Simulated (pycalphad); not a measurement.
CALPHAD calculation (pycalphad, COST 507 light-alloy database (1999)), 1 atm. The data set is of 1999 and partly superseded. Amounts are mole fractions of atoms. Diffusion is slow at the low end, where real alloys seldom reach equilibrium.

Problem. Give the equilibrium state of Cu-5.79Si (at.%) at 977 °C.

Solution. fcc, fraction 0.858, with 5.3 Si at.%; liquid, fraction 0.142, with 9.0 Si at.%.

Problem. Give the equilibrium state of Cu-5.79Si (at.%) at 227 °C.

Solution. fcc, fraction 0.941, with 4.6 Si at.%; CU19SI6_ETA, fraction 0.059, with 24.0 Si at.%.

Database names, with the compositions (at.%) that they take in these runs: CU19SI6_ETA: Cu 76 Si 24.
